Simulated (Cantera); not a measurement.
Input: 1 mol AlCl3, 89 mol N2, a varied amount of H2, at 675 °C and 1000 Pa.

These are equilibrium values from Cantera (NASA tables, ideal gas, pure condensed phases), not measurements of a reactor. Candidate condensed phases: Al, AlCl3, AlN, NH4Cl; 20 gas species. Kinetics and transport are ignored.

At 140 mol H2, list the 4 most abundant gas species with their mole fractions, and the condensed phases.

H2 0.602, N2 0.385, HCl 0.0128, AlCl3 6.99e-5. Condensed: AlN(s).
